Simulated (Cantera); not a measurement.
Ignition delay

Mixture: 13.5 % CH4, 0.647 % C2H6, 1.35 % C3H8, 17.9 % O2, 66.6 % N2, at 0.470 bar, adiabatic and at constant pressure. Ignition delay is the time to a rise of 400 K.

Model: GRI-Mech 3.0 (53 species, 325 reactions), integrated in Cantera.

```csv
T0 (K),delay (ms)
1100,93.1
1175,23.9
1250,6.84
1325,2.31
1400,0.925
1475,0.433
```

```json
{
  "apparent activation energy between 1325 and 1475 K": "180 kJ/mol"
}
```
